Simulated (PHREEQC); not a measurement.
Spent oxide etchant

Dissolve 55 mmol/kgw HF and 0.36 mmol/kgw (NH4)2SiF6 at 20 °C. Closed to the air; pH follows from the charge balance.

Equilibrium calculation in PHREEQC: ion-association model, phreeqc.dat.

Each row changes one thing in this solution. Precipitation was switched off in this run.

```
case                                                   pH  ionic strength (mol/kgw)  HF (mol/kgw)  F- (mol/kgw)  HF2- (mol/kgw)
---------------------------------------------------  ----  ------------------------  ------------  ------------  --------------
as made                                              2.19                   0.00802        0.0470       0.00591         0.00102
temperature from 20 to 25 °C                         2.21                   0.00775        0.0473       0.00565         0.00103
HF from 0.055 to 0.0495 mol/kgw                      2.22                         …        0.0421       0.00563        0.000872
0.023 mol/kgw HCl added                              1.65                    0.0265             …       0.00201        0.000386
HF from 0.055 to 0.011 mol/kgw                       2.60                   0.00374             …       0.00258         7.84e-5
(NH4)2SiF6 left out                                  2.19                   0.00690        0.0471       0.00588         0.00102
(NH4)2SiF6 replaced by Na2SiO3 at the same molality  2.21                   0.00784        0.0451       0.00580        0.000963
0.0031 mol/kgw HBr added                             2.09                   0.00991        0.0484             …               …
```

### Question
Some entries are withheld; supply them.

### Answer

- HF from 0.055 to 0.0495 mol/kgw, ionic strength (mol/kgw): 0.00758
- 0.023 mol/kgw HCl added, HF (mol/kgw): 0.0522
- HF from 0.055 to 0.011 mol/kgw, HF (mol/kgw): 0.00827
- 0.0031 mol/kgw HBr added, F- (mol/kgw): 0.00486
- 0.0031 mol/kgw HBr added, HF2- (mol/kgw): 0.000866

SiF6-2 is the database's only silicon fluoride.
